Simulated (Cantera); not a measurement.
A perfectly stirred reactor is fed with H2 : O2 = 0.29 : 1 (molar parts), at 610 Pa; it is held at 1150 K, and followed from long to short residence time.

Model: the H2/O2 subset of GRI-Mech 3.0, which has no nitrogen chemistry, integrated in Cantera. Radical loss at walls, strong at low pressure, is not modelled. The temperature is held fixed by assumption; the heat of reaction is taken as removed at once.

Task: What does this change do: O2 1 to 4.4 parts?

Result: 
```
quantity                 before     after
---------------------  --------  --------
x(H2) at τ = 3.50 s    0.000743  0.000196
x(O2) at τ = 3.50 s       0.743     0.932
x(HO2) at τ = 3.50 s    3.19e-6   1.08e-6
x(H2O) at τ = 3.50 s      0.250    0.0627
x(OH) at τ = 3.50 s     0.00208   0.00111
x(H2) at τ = 99.0 ms    0.00636   0.00146
x(O2) at τ = 99.0 ms      0.715     0.911
x(HO2) at τ = 99.0 ms   5.28e-6   2.08e-6
x(H2O) at τ = 99.0 ms     0.225    0.0567
x(OH) at τ = 99.0 ms    0.00628   0.00301
```

Task: What does this change do: temperature 1150 to 1350 K?

Result: 
```csv
quantity,before,after
x(H2) at τ = 3.50 s,0.000743,0.000972
x(O2) at τ = 3.50 s,0.743,0.739
x(HO2) at τ = 3.50 s,3.19e-6,1.81e-6
x(H2O) at τ = 3.50 s,0.250,0.248
x(OH) at τ = 3.50 s,0.00208,0.00491
x(H2) at τ = 99.0 ms,0.00636,0.00750
x(O2) at τ = 99.0 ms,0.715,0.693
x(HO2) at τ = 99.0 ms,5.28e-6,3.22e-6
x(H2O) at τ = 99.0 ms,0.225,0.213
x(OH) at τ = 99.0 ms,0.00628,0.0133
```

Task: What does this change do: temperature 1150 to 1200 K?

Result: 
```csv
quantity,before,after
x(H2) at τ = 3.50 s,0.000743,0.000767
x(O2) at τ = 3.50 s,0.743,0.742
x(HO2) at τ = 3.50 s,3.19e-6,2.76e-6
x(H2O) at τ = 3.50 s,0.250,0.250
x(OH) at τ = 3.50 s,0.00208,0.00265
x(H2) at τ = 99.0 ms,0.00636,0.00646
x(O2) at τ = 99.0 ms,0.715,0.710
x(HO2) at τ = 99.0 ms,5.28e-6,4.65e-6
x(H2O) at τ = 99.0 ms,0.225,0.222
x(OH) at τ = 99.0 ms,0.00628,0.00774
```
